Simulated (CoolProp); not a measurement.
Vapour-liquid equilibrium of CF4 (R14) (1) + R13 (2) at 207 K; x and y are mole fractions of (1).

Values from CoolProp's multi-fluid Helmholtz-energy mixture model, Platzer 1990 and Platzer 1990; pair parameters Bell 2016. This equation is an older, rougher fit; its heat capacities, sound speeds and derivatives of the liquid may be far off and weren't checked against measurements.

Problem. Give the bubble pressure and the first vapour's composition at x = 0.2, 0.5, 0.95. Is there an azeotrope?

Solution. x = 0.2: 0.6018 MPa, y = 0.676; x = 0.5: 1.096 MPa, y = 0.859; x = 0.95: 1.869 MPa, y = 0.985. No azeotrope shows between x = 0.05 and 0.95.

The pair parameters rest on a limited set of measurements; away from them the model extrapolates. The gap from Raoult's law changes sign with composition, which may be real or a fault of the pair parameters; it wasn't checked against measurements.
